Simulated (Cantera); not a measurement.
Cantera run:

```python
import numpy as np
import cantera as ct

gas_names = """
    Cu CuO Cu2 H HO2 H2 H2O H2O2 O OH O2 O3
""".split()
cond_names = """
    Cu(cr) Cu(L) CuO(s) CuO2H2(s) Cu2O(s) Cu2O(L) H2O(s) H2O(L)
""".split()


# ... load() reads the species with a 1 bar reference pressure and builds the phases ...
atoms = {
    'Cu2O': {'Cu': 2, 'O': 1},
    'H2': {'H': 2},
    'H2O': {'H': 2, 'O': 1},
}
top_T = {'CuO(s)': 1390}  # K; cautious upper limits of use, not melting points


# ... equilibrate(T, P, feed) seeds the gas with the atoms and calls Mixture.equilibrate('TP', solver="vcs", rtol=1e-11, max_steps=5000) ...
results = []
feed = {'Cu2O': 1, 'H2': 300, 'H2O': 0.24}  # mol
P = 40  # Pa
for T in [1398, 1498, 1598, 1698, 1798, 1898, 1998, 2098, 2198]:
    mix = equilibrate(T, P, feed)
    results.append((T, P, feed, dict(zip(mix.species_names, mix.species_moles))))

top = {s: max(r[3][s] / sum(r[3][g] for g in gas_names) for r in results) for s in gas_names}
cols = sorted((s for s in top if top[s] > 0.001), key=lambda s: -top[s])[:5]
seen = [c for c in cond_names if any(r[3].get(c, 0) > 1e-12 for r in results)]
print("log10 of partial pressures in bar; condensed amounts in mol")
print(f"{'T/K':>10s}" + "".join(f"{s[:9]:>10s}" for s in cols + seen))
for T, P, feed, n in results:
    ng = sum(n[g] for g in gas_names)
    print(f"{T:10.4g}" + "".join(f"{np.log10(max(n[s] / ng * P / 1e5, 1e-99)):10.3f}" for s in cols)
          + "".join(f"{n.get(c, 0):10.4g}" for c in seen))
```

Result:

```
log10 of partial pressures in bar; condensed amounts in mol
       T/K        H2         H        Cu       H2O     Cu(L)
      1398    -3.401    -7.026    -5.887    -5.783     1.023
      1498    -3.403    -6.466    -5.578    -5.785         0
      1598    -3.404    -5.976    -5.578    -5.785         0
      1698    -3.406    -5.543    -5.579    -5.787         0
      1798    -3.410    -5.158    -5.581    -5.789         0
      1898    -3.420    -4.817    -5.586    -5.795         0
      1998    -3.437    -4.513    -5.594    -5.806         0
      2098    -3.469    -4.247    -5.609    -5.826         0
      2198    -3.523    -4.016    -5.633    -5.864         0
```

These are equilibrium values from Cantera (NASA tables, ideal gas, pure condensed phases), not measurements of a reactor.
